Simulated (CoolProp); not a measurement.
Vapour-liquid equilibrium of R134a (1) + R142b (2) at 35.65 °C; x and y are mole fractions of (1).

Values from CoolProp's multi-fluid Helmholtz-energy mixture model, Tillner-Roth 1994 and Lemmon 2006; pair parameters Bell 2016.

```csv
x,"bubble pressure, mixture model (MPa)","bubble pressure, Raoult's law (MPa)","y, mixture model","y, Raoult's law"
0.05,0.4903,0.4848,0.096,0.093
0.125,0.5304,0.5178,0.220,0.218
0.2,(withheld),0.5509,(withheld),0.328
0.275,0.6066,0.5839,0.418,0.425
0.35,(withheld),0.6169,0.499,0.512
0.425,0.6772,0.6499,0.572,0.591
0.5,0.7105,0.6829,0.638,0.661
0.575,0.7424,0.7160,(withheld),0.725
0.65,0.7732,0.7490,0.755,0.784
0.725,(withheld),0.7820,0.809,0.837
0.8,(withheld),0.8150,(withheld),0.886
0.875,(withheld),0.8480,0.913,0.932
0.95,0.8858,0.8811,0.965,0.974
```

Q: What belongs in the gaps?

A: 
- 0.2, bubble pressure, mixture model (MPa): 0.5692
- 0.2, y, mixture model: 0.326
- 0.35, bubble pressure, mixture model (MPa): 0.6426
- 0.575, y, mixture model: 0.698
- 0.725, bubble pressure, mixture model (MPa): 0.8028
- 0.8, bubble pressure, mixture model (MPa): 0.8314
- 0.8, y, mixture model: 0.862
- 0.875, bubble pressure, mixture model (MPa): 0.8591

The largest gap from Raoult's law is +4.2 % in bubble pressure, at x = 0.425. No azeotrope shows between x = 0.05 and 0.95.

The pair parameters rest on a limited set of measurements; away from them the model extrapolates.
